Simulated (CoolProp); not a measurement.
Properties of octamethylcyclotetrasiloxane (D4) along the isotherm 620 K.

The numbers come from the reference Helmholtz-energy equation of state, Thol 2015 in CoolProp.

```json
[
 {"p (kPa)": "6.39", "phase": "gas", "cv (kJ/(kg K))": "2.011", "speed of sound (m/s)": "132.6", "Joule-Thomson coefficient (K/MPa)": "___", "isothermal compressibility (1/MPa)": "156.7", "expansivity (1/kK)": "1.621", "fugacity coefficient": "0.9987"},
 {"p (kPa)": "14.5", "phase": "gas", "cv (kJ/(kg K))": "2.011", "speed of sound (m/s)": "132.4", "Joule-Thomson coefficient (K/MPa)": "___", "isothermal compressibility (1/MPa)": "69.18", "expansivity (1/kK)": "1.632", "fugacity coefficient": "0.9969"},
 {"p (kPa)": "33.1", "phase": "gas", "cv (kJ/(kg K))": "2.011", "speed of sound (m/s)": "131.9", "Joule-Thomson coefficient (K/MPa)": "___", "isothermal compressibility (1/MPa)": "30.43", "expansivity (1/kK)": "1.658", "fugacity coefficient": "0.9930"},
 {"p (kPa)": "75.3", "phase": "gas", "cv (kJ/(kg K))": "2.012", "speed of sound (m/s)": "130.7", "Joule-Thomson coefficient (K/MPa)": "___", "isothermal compressibility (1/MPa)": "13.50", "expansivity (1/kK)": "1.717", "fugacity coefficient": "0.9842"},
 {"p (kPa)": "171", "phase": "gas", "cv (kJ/(kg K))": "2.014", "speed of sound (m/s)": "128.0", "Joule-Thomson coefficient (K/MPa)": "7.431", "isothermal compressibility (1/MPa)": "6.077", "expansivity (1/kK)": "___", "fugacity coefficient": "0.9642"},
 {"p (kPa)": "390", "phase": "gas", "cv (kJ/(kg K))": "2.020", "speed of sound (m/s)": "121.5", "Joule-Thomson coefficient (K/MPa)": "8.066", "isothermal compressibility (1/MPa)": "2.821", "expansivity (1/kK)": "2.273", "fugacity coefficient": "___"},
 {"p (kPa)": "888", "phase": "gas", "cv (kJ/(kg K))": "2.035", "speed of sound (m/s)": "104.5", "Joule-Thomson coefficient (K/MPa)": "10.13", "isothermal compressibility (1/MPa)": "1.478", "expansivity (1/kK)": "3.876", "fugacity coefficient": "0.8194"},
 {"p (kPa)": "2020", "phase": "supercritical", "cv (kJ/(kg K))": "2.092", "speed of sound (m/s)": "65.47", "Joule-Thomson coefficient (K/MPa)": "14.85", "isothermal compressibility (1/MPa)": "1.164", "expansivity (1/kK)": "23.29", "fugacity coefficient": "0.6033"}
]
```

What belongs in the gaps?


- 6.39, Joule-Thomson coefficient (K/MPa): 7.026
- 14.5, Joule-Thomson coefficient (K/MPa): 7.044
- 33.1, Joule-Thomson coefficient (K/MPa): 7.088
- 75.3, Joule-Thomson coefficient (K/MPa): 7.189
- 171, expansivity (1/kK): 1.864
- 390, fugacity coefficient: 0.9191
